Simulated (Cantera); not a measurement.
A closed system holds: 1 mol Si3N4, 20 mol Cl2, held at 1650 K and 0.698 Torr.

These are equilibrium values from Cantera (NASA tables, ideal gas, pure condensed phases), not measurements of a reactor. Candidate condensed phases: Si, Si3N4; 13 gas species. The tables' values for SiCl3 are old estimates; treat these amounts as uncertain. The numbers say what is thermodynamically allowed, not how fast it happens.

Base state: Cl 0.816, SiCl4 0.0891, N2 0.0621, Cl2 0.0288, SiCl3 0.00367, SiCl2 0.000331 (mole fractions); condensed: gas only.

**Question.** What changes in the equilibrium state with this change: pressure from 0.698 Torr to 100 Torr?

**Answer.** 
```
species    before     after
-------  --------  --------
Cl2        0.0288     0.492
Cl          0.816     0.282
SiCl4      0.0891     0.136
N2         0.0621    0.0904
SiCl2    0.000331   2.06e-7
SiCl3     0.00367  0.000113
```

**Question.** What changes in the equilibrium state with this change: Cl2 from 20 to 11 mol?

**Answer.** 
```tsv
species	before	after
Cl	0.816	0.647
SiCl4	0.0891	0.190
N2	0.0621	0.134
Cl2	0.0288	0.0181
SiCl2	0.000331	0.00113
SiCl3	0.00367	0.00988
```
